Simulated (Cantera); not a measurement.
Input: 1 mol ZrO2, 1.2 mol H2, 1.9 mol N2, equilibrated at 2173 K.

Method: chemical equilibrium by Gibbs-energy minimisation in Cantera with the NASA 1993 tables (ideal gas, pure condensed phases). Candidate condensed phases: H2O, Zr, ZrN, ZrO2; 28 gas species. Mutual solubility and eutectic melting of coexisting phases are not modelled. ZrN: taken at fixed stoichiometry. Condensed phases not in the tables: solid solutions among these carbides, nitrides and lower oxides. Rates play no part.

At 2.80 bar, list the 4 most abundant gas species with their mole fractions, and the condensed phases.

N2 0.612, H2 0.386, H 0.00179, H2O 0.000191. Condensed: ZrN(s) + ZrO2(tetragonal).
